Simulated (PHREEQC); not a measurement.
Solution (20 °C): 0.25 mol/kgw H2SO4, 0.0013 mol/kgw Li2SO4 and 0.0014 mol/kgw MnSO4. Closed to the air; pH follows from the charge balance.

Model: ion-association model, phreeqc.dat, run in PHREEQC.

Precipitation was switched off in this run.

### Question
Order these S species by the share of S that they hold, largest first: HSO4-, MnSO4, SO4-2.

### Answer
HSO4- (86 %), SO4-2 (13 %), MnSO4 (0.15 %)

The pH is 0.66 and the ionic strength 0.321 mol/kgw. Complexes and solids missing from the database can't appear.
